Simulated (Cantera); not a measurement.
Premixed flame

A freely propagating, adiabatic, planar premixed flame of CH₄ : CO : O₂ : N₂ = 1 : 0.15 : 1.6 : 6 (molar parts), unburnt at 700 K and 0.810 bar; mixture-averaged transport, grid criteria slope 0.08 and curve 0.16, no radiation.

Cantera simulation using GRI-Mech 3.0 (53 species, 325 reactions); the numbers are that mechanism's predictions, not measurements. Burning velocities carry a grid error of a few per cent, more on coarse grids.

```csv
z (mm),T (K),u (m/s),x CH₄,x CO,x O₂,x HO₂,x O,x NO₂
-1.15,700,1.65,0.114,0.0171,0.182,2.24e-7,<1e-8,<1e-8
-0.768,702,1.66,0.113,0.0171,0.182,2.66e-6,<1e-8,<1e-8
-0.576,712,1.69,0.112,0.0172,0.180,1.33e-5,2.47e-8,<1e-8
-0.384,782,1.88,0.106,0.0190,0.174,5.43e-5,7.07e-7,4.26e-8
-0.192,1176,2.88,0.0739,0.0347,0.139,0.000105,2.72e-5,4.64e-8
-0.0960,1568,3.90,0.0402,0.0562,0.0969,0.000150,0.000164,2.67e-8
0,1923,4.84,0.0110,0.0789,0.0497,7.56e-5,0.000645,<1e-8
0.0960,2095,5.28,0.00135,0.0854,0.0209,1.25e-5,0.00139,<1e-8
0.192,2142,5.39,0.000103,0.0807,0.00952,2.64e-6,0.00189,<1e-8
0.384,2167,5.43,5.54e-7,0.0725,0.00427,1.21e-6,0.00195,<1e-8
0.768,2192,5.48,<1e-8,0.0687,0.00309,9.26e-7,0.00167,<1e-8
1.54,2225,5.55,<1e-8,0.0681,0.00239,7.27e-7,0.00128,<1e-8
3.07,2266,5.63,<1e-8,0.0680,0.00161,5.01e-7,0.000837,<1e-8
```
x: mole fraction of selected species; z is measured from the peak of heat release.

The laminar burning velocity comes out as 165 cm/s. The thermal thickness comes out as 0.384 mm and the peak x(HO₂) is 0.000150. The peak x(O) is 0.00199 and the grid points is 147.
